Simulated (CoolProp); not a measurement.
Values from CoolProp's reference Helmholtz-energy equation of state, Aleksandrov 2011. It is a short technical equation, of lower accuracy than the large ones.

Question: For n-undecane, give the phase and the density (kg/m³), expansivity (1/kK) at 362.2 K and 0.403 MPa; 385.7 K and 0.403 MPa; 479.4 K and 0.403 MPa.

Answer: 
- 362.2 K and 0.403 MPa: liquid; density 688, expansivity 1.12
- 385.7 K and 0.403 MPa: liquid; density 670, expansivity 1.17
- 479.4 K and 0.403 MPa: liquid; density 590, expansivity 1.59
